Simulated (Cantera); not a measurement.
Input (Python, Cantera) and output of one run.

```python
import numpy as np
import cantera as ct

gas_names = [...]  # 151 gases of nasa_gas.yaml made of C, H, N, O, Si
cond_names = """
    C(gr) C6H6(L) C7H8(L) C8H18(L),n-octa H2O(s) H2O(L) Si(cr) Si(L) SiC(b) SiO2(Lqz) SiO2(hqz) SiO2(L)
    Si2N2O(s) Si3N4(a)
""".split()


# ... load() reads the species with a 1 bar reference pressure and builds the phases ...
atoms = {
    'SiC': {'Si': 1, 'C': 1},
    'H2O': {'H': 2, 'O': 1},
    'N2': {'N': 2},
}
top_T = {'C(gr)': 4500, 'SiC(b)': 3050, 'Si2N2O(s)': 2100, 'Si3N4(a)': 2400}  # K; cautious upper limits of use, not melting points


# ... equilibrate(T, P, feed) seeds the gas with the atoms and calls Mixture.equilibrate('TP', solver="vcs", rtol=1e-11, max_steps=5000) ...
results = []
feed = {'SiC': 1, 'H2O': 0.05, 'N2': 4.8}  # mol
T = 2198.15  # K
P = 4.6  # Pa
mix = equilibrate(T, P, feed)
results.append((T, P, feed, dict(zip(mix.species_names, mix.species_moles))))
x = sorted(zip(gas.X, gas.species_names), reverse=True)
print(f"T = {T:g} K  P = {P:g} Pa  gas = {mix.phase_moles(0):.4g} mol")
print("   x: " + "  ".join(f"{s} {v:.3e}" for v, s in x if v > 0.0001))
print("   condensed (mol): " + ("  ".join(f"{mix.phase(i).name} {mix.phase_moles(i):.4g}"
      for i in range(1, mix.n_phases) if mix.phase_moles(i) > 1e-12) or "none"))
```

Result:

```
T = 2198.15 K  P = 4.6 Pa  gas = 5.939 mol
   x: N2 8.075e-01  Si 1.506e-01  H 1.556e-02  SiC2 1.437e-02  CO 8.398e-03  Si2C 1.573e-03  CN 7.848e-04  HCN 5.096e-04  H2 3.585e-04  SiN 1.555e-04
   condensed (mol): C(gr) 0.7609
```

Method: chemical equilibrium by Gibbs-energy minimisation in Cantera with the NASA 1993 tables (ideal gas, pure condensed phases). The tables' values for SiN are old estimates; treat these amounts as uncertain.
